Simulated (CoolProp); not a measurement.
Model: reference Helmholtz-energy equation of state, Thol 2021, in CoolProp.

Question: For chlorine, give the phase and the density (kg/m³), cv (kJ/(kg K)), fugacity coefficient at 306.4 K and 0.51 MPa.

Answer: 
- 306.4 K and 0.51 MPa: gas; density 15.1, cv 0.386, fugacity coefficient 0.942
